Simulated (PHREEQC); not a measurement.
PHREEQC input (ion-association model, wateq4f.dat):

```
SOLUTION_MASTER_SPECIES
  An  An-  0  An  62.0  # stands for a non-complexing anion
SOLUTION_SPECIES
  An- = An-
    -log_k 0
    -gamma 3.0 0
PHASES
  Fix_H+
    H+ = H+
    -log_k 0
SOLUTION 1
  temp 25
  units mmol/kgw
  pH 7 charge
  Cl 8.2
  Ba 4.1
  Na 50
  An 50
END
SELECTED_OUTPUT 1
  -reset false
  -pH true
  -pe true
  -ionic_strength true
  -water true
  -totals Ba Cl Na
  -molalities Hfo_wOH Hfo_wOH2+ Hfo_wO- Hfo_sOH Hfo_sOH2+ Hfo_sO- Hfo_sOHBa+2 Hfo_wOBa+
  -saturation_indices Halite
USER_PUNCH 1
  -headings sigma psi
  10 PUNCH EDL("sigma", "Hfo"), EDL("psi", "Hfo")
PRINT
  -reset false
USE solution 1
SURFACE 1
  Hfo_wOH 0.00764045 600 3.4
  Hfo_sOH 0.000191011
EQUILIBRIUM_PHASES 1
  Fix_H+ -4 HAn 10
    -force_equality true
  O2(g) -0.68 10
END
# ... the last block is repeated for the other 12 points of pH, with NaOH or the acid as the point needs
```

Selected output (columns that matter, 13 of 13 rows; pH added in front):

```
pH	mu	Ba	Cl	Na	m_Hfo_wOH	m_Hfo_wOH2+	m_Hfo_wO-	m_Hfo_sOH	m_Hfo_sOH2+	m_Hfo_sO-	m_Hfo_sOHBa+2	si_Halite	sigma	psi
4	0.065643	0.0040999	0.0082	0.05	0.0013366	0.0062973	6.4992e-06	3.3398e-05	0.00015735	1.624e-07	9.8835e-08	-5.162	0.30501	0.1548
4.5	0.064994	0.0040996	0.0082	0.05	0.0024048	0.0052102	2.5428e-05	6.0002e-05	0.00013	6.3445e-07	3.7658e-07	-5.1613	0.2514	0.14518
5	0.064345	0.0040985	0.0082	0.05	0.003525	0.0040451	7.0368e-05	8.7412e-05	0.00010031	1.745e-06	1.5433e-06	-5.1606	0.19282	0.13193
5.5	0.063761	0.0040934	0.0082	0.05	0.0044655	0.0030238	0.00015107	0.00010776	7.2971e-05	3.6456e-06	6.6342e-06	-5.16	0.13979	0.11591
6	0.063243	0.0040724	0.0082	0.05	0.005144	0.0022238	0.00027259	0.00011006	4.7579e-05	5.8322e-06	2.7541e-05	-5.1594	0.096875	0.097856
6.5	0.062726	0.0040143	0.0082	0.05	0.0055811	0.0016183	0.00044095	7.6979e-05	2.2321e-05	6.0819e-06	8.5629e-05	-5.1589	0.064562	0.078539
7	0.062263	0.0039453	0.0082	0.05	0.0058017	0.0011902	0.00064788	2.8085e-05	5.7615e-06	3.1363e-06	0.00015403	-5.1583	0.040378	0.057851
7.5	0.06196	0.0039112	0.0082	0.05	0.0058597	0.00092792	0.0008477	5.6601e-06	8.9631e-07	8.1882e-07	0.00018364	-5.158	0.021413	0.034924
8	0.062005	0.0038694	0.0082	0.050332	0.0058154	0.00074685	0.0010374	8.9945e-07	1.1551e-07	1.6044e-07	0.00018983	-5.1552	0.0061437	0.010728
8.5	0.061909	0.0036375	0.0081998	0.051065	0.0055202	0.00052907	0.0013194	1.7256e-07	1.6539e-08	4.1246e-08	0.00019078	-5.1488	-0.0064902	-0.011332
9	0.061292	0.0029215	0.0081996	0.052688	0.0044844	0.00023876	0.0019295	6.9462e-08	3.6984e-09	2.9887e-08	0.0001909	-5.1345	-0.01521	-0.025808
9.5	0.060453	0.0019988	0.0081993	0.054676	0.0028653	6.7232e-05	0.0027974	5.2062e-08	1.2216e-09	5.0828e-08	0.00019089	-5.1175	-0.020742	-0.034335
10	0.059885	0.001299	0.0081991	0.056255	0.001476	1.4098e-05	0.0035399	4.8198e-08	4.6038e-10	1.156e-07	0.00019083	-5.1045	-0.025286	-0.040823
```

Species that the database lacks are ignored.
